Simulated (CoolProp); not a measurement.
Vapour-liquid equilibrium of R114 (1) + n-pentane (2) at 314.3 K; x and y are mole fractions of (1).

Computed with CoolProp (multi-fluid Helmholtz-energy mixture model, Platzer 1990 and Thol 2019; pair parameters Bell 2016). This equation is an older, rougher fit; its heat capacities, sound speeds and derivatives of the liquid may be far off and weren't checked against measurements.

```tsv
x	bubble pressure (bar)	y at the bubble point	dew pressure at overall composition x (bar)	liquid density (mol/L)
0.05	1.412	0.183	1.253	8.366
0.2	1.946	0.481	1.435	8.320
0.35	2.360	0.632	1.673	8.278
0.5	2.690	0.731	1.991	8.241
0.65	2.966	0.810	2.417	8.214
0.8	3.209	0.885	2.931	8.201
0.95	3.429	0.968	3.387	8.205
```

No azeotrope shows between x = 0.05 and 0.95.

The pair parameters rest on a limited set of measurements; away from them the model extrapolates.
